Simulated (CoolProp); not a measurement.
Values from CoolProp's reference Helmholtz-energy equation of state, Penoncello 2003.

Question: Give the vapour pressure (kPa), liquid cp (kJ/(kg K)), liquid viscosity (µPa s) of saturated CHF3 (R23) at 223.5 K.

Answer: 
```
T (K)  p (kPa)  liquid cp (kJ/(kg K))  liquid viscosity (µPa s)
-----  -------  ---------------------  ------------------------
223.5      486                   1.33                       189
```

Viscosity comes from a separate model (Shan 2000).
